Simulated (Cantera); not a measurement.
Feed: 1 mol Fe₂O₃, 2.5 mol CO, 0.65 mol H₂, held at 1000 °C and 3600 Torr.

These are equilibrium values from Cantera (NASA tables, ideal gas, pure condensed phases), not measurements of a reactor. Candidate condensed phases: C, C₆H₆, C₇H₈, C₈H₁₈, Fe, Fe(CO)₅, FeO, Fe(OH)₂, Fe(OH)₃, Fe₂O₃, Fe₃O₄, H₂O; 114 gas species. The tables' stoichiometric FeO is somewhat more stable than real wüstite, so its field is too wide. FeO: taken at fixed stoichiometry. The numbers say what is thermodynamically allowed, not how fast it happens.

Problem. What is the equilibrium state?

Solution. x(CO): 0.560
x(CO₂): 0.233
x(H₂): 0.122
x(H₂O): 0.0842
x(CH₄): 3.11e-5
n(FeO(s)): 2.00 mol
gas amount: 3.150 mol
log10 activity of Fe(γ) (absent): -0.34
log10 activity of C(graphite) (absent): -1.33
log10 activity of Fe(OH)₂(s) (absent): -5.72
